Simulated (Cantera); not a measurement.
Input (Python, Cantera) and output of one run.

```python
import numpy as np
import cantera as ct

gas_names = """
    CL CL2 H HCL H2 Si SiCL SiCL2 SiCL3 SiCL4 SiH SiHCL3 SiH2 SiH2CL2 SiH3 SiH3CL SiH4 Si2 Si3
""".split()
cond_names = """
    Si(cr) Si(L)
""".split()


# ... load() reads the species with a 1 bar reference pressure and builds the phases ...
atoms = {
    'SiHCl3': {'Si': 1, 'H': 1, 'CL': 3},
    'HCl': {'H': 1, 'CL': 1},
    'H2': {'H': 2},
}
top_T = {}  # K; cautious upper limits of use, not melting points


# ... equilibrate(T, P, feed) seeds the gas with the atoms and calls Mixture.equilibrate('TP', solver="vcs", rtol=1e-11, max_steps=5000) ...
results = []
feed = {'SiHCl3': 1, 'HCl': 0.02, 'H2': 210}  # mol
P = 14000  # Pa
for T in [1048, 1198, 1348, 1498, 1648, 1798, 1948, 2098, 2248, 2398, 2548]:
    mix = equilibrate(T, P, feed)
    results.append((T, P, feed, dict(zip(mix.species_names, mix.species_moles))))

top = {s: max(r[3][s] / sum(r[3][g] for g in gas_names) for r in results) for s in gas_names}
cols = sorted((s for s in top if top[s] > 0.001), key=lambda s: -top[s])[:7]
seen = [c for c in cond_names if any(r[3].get(c, 0) > 1e-12 for r in results)]
print("log10 of partial pressures in bar; condensed amounts in mol")
print(f"{'T/K':>10s}" + "".join(f"{s[:9]:>10s}" for s in cols + seen))
for T, P, feed, n in results:
    ng = sum(n[g] for g in gas_names)
    print(f"{T:10.4g}" + "".join(f"{np.log10(max(n[s] / ng * P / 1e5, 1e-99)):10.3f}" for s in cols)
          + "".join(f"{n.get(c, 0):10.4g}" for c in seen))
```

Output:

```
log10 of partial pressures in bar; condensed amounts in mol
       T/K        H2         H       HCL        Si    Si(cr)     Si(L)
      1048    -0.858    -8.541    -2.933   -14.680     0.612         0
      1198    -0.860    -7.151    -2.754   -11.890    0.8583         0
      1348    -0.860    -6.066    -2.735    -9.726    0.8861         0
      1498    -0.860    -5.195    -2.737    -7.998    0.8787         0
      1648    -0.860    -4.480    -2.740    -6.589    0.8668         0
      1798    -0.860    -3.884    -2.736    -5.511         0    0.8695
      1948    -0.861    -3.378    -2.732    -4.634         0    0.8339
      2098    -0.864    -2.944    -2.732    -3.884         0    0.6158
      2248    -0.870    -2.569    -2.735    -3.332         0         0
      2398    -0.880    -2.243    -2.733    -3.277         0         0
      2548    -0.898    -1.959    -2.749    -3.256         0         0
```

Cantera equilibrium calculation (NASA polynomials, part measured and part estimated; ideal gas, pure solids and liquids). The tables' values for SiCl, SiCl3 are old estimates; treat these amounts as uncertain. Gases not in the tables: Si2H6 and higher silanes.
